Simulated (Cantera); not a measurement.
An isothermal, constant-pressure homogeneous reactor starts with CH2O : O2 : N2 = 0.0026 : 0.0054 : 1 (molar parts), equivalence ratio 0.48, at 950 K and 1.00 bar.

Cantera simulation using GRI-Mech 3.0 (53 species, 325 reactions); the numbers are that mechanism's predictions, not measurements. Below about 1000 K GRI-Mech 3.0 lacks low-temperature oxidation paths.

One state of this run: x CH2O = <1e-12; x O2 = 0.00349; x NO = 7.00e-11; x O = 8.26e-8; x H = 1.94e-8. x: mole fraction; the columns are a selection and need not sum to one.

**Question.** Which value of t (s) does it belong to?
A) 4.00
B) 0.443
C) 0.0113
D) 0.00125

**Answer.** A, 4.00
